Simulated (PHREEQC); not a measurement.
Make-up at 25 °C: 0.0053 mol MgBr2 and 0.00011 mol CuSO4 per kg of water. It is in equilibrium with CO2 at log p = 0 (atm). Otherwise closed; pH follows from the charge balance.

Computed with PHREEQC (ion-association model, phreeqc.dat).

The ionic strength comes out as 0.0163 mol/kgw. What activity coefficients do Br-, Mg+2, MgHCO3+, HCO3-, H+ get?

Br- 0.87, Mg+2 0.62, MgHCO3+ 0.88, HCO3- 0.89, H+ 0.90.

This is a speciation only: nothing precipitates in the calculation. Species that the database lacks are ignored.
